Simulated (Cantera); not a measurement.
Equilibrium for titanium nitride, carbide and oxide coatings: TiCl₄ + H₂O

A closed system holds: 1 mol TiCl₄, 17 mol H₂O, equilibrated at 1050 K and 1.00 Torr.

Cantera equilibrium calculation (NASA polynomials, part measured and part estimated; ideal gas, pure solids and liquids). Candidate condensed phases: H₂O, Ti, TiCl₂, TiCl₃, TiCl₄, TiO, TiO₂, Ti₂O₃, Ti₃O₅, Ti₄O₇; 23 gas species. Condensed phases not in the tables: TiOCl. Rates play no part.

* **x(H₂O)**: 0.789
* **x(HCl)**: 0.211
* **x(Cl)**: 1.42e-5
* **x(H₂)**: 9.08e-6
* **n(TiO₂(rutile))**: 1.00 mol
* **gas amount**: 19.00 mol
* **log10 activity of Ti₄O₇(s) (absent)**: -8.74
* **log10 activity of Ti₃O₅(s) (absent)**: -8.98
* **log10 activity of Ti₂O₃(s) (absent)**: -9.36
